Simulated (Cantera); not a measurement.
## Thermodynamics of hydrogen reduction and annealing atmospheres, feed Cu₂O + H₂ + N₂

A closed system holds: 1 mol Cu₂O, 50 mol H₂, 5 mol N₂, held at 1 atm.

These are equilibrium values from Cantera (NASA tables, ideal gas, pure condensed phases), not measurements of a reactor. Candidate condensed phases: Cu, CuO, Cu(OH)₂, Cu₂O, H₂O; 27 gas species. The numbers say what is thermodynamically allowed, not how fast it happens.

```tsv
T (K)	log p H₂	log p N₂	log p H₂O	log p NH₃	n Cu(s)	n Cu(l)
700	-0.05	-1.04	-1.73	-2.62	2.00	0
775	-0.04	-1.04	-1.73	-3.00	2.00	0
850	-0.04	-1.04	-1.73	-3.32	2.00	0
925	-0.04	-1.04	-1.73	-3.59	2.00	0
1000	-0.04	-1.04	-1.73	-3.82	2.00	0
1075	-0.04	-1.04	-1.73	-4.02	2.00	0
1150	-0.04	-1.04	-1.73	-4.20	2.00	0
1225	-0.04	-1.04	-1.73	-4.35	2.00	0
1300	-0.04	-1.04	-1.73	-4.49	2.00	0
1375	-0.04	-1.04	-1.73	-4.61	0	2.00
1450	-0.04	-1.04	-1.73	-4.72	0	2.00
1525	-0.04	-1.04	-1.73	-4.82	0	2.00
```
log p: log10 of the partial pressure in bar; n: condensed amount in mol.

From 700 K to 1300 K the condensed part is Cu(s). From 1375 K to 1525 K the condensed part is Cu(l).
